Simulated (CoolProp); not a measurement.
Model: reference Helmholtz-energy equation of state, de Reuck 1993, in CoolProp.

**Question.** Give the vapour pressure (bar), liquid density (kg/m³), liquid cp (kJ/(kg K)), liquid viscosity (µPa s) of saturated methanol at 90.65 °C.

**Answer.** 
```tsv
T (°C)	p (bar)	liquid density (kg/m³)	liquid cp (kJ/(kg K))	liquid viscosity (µPa s)
90.65	2.61	721	3.07	245
```

Viscosity comes from a separate model (Xiang 2006).
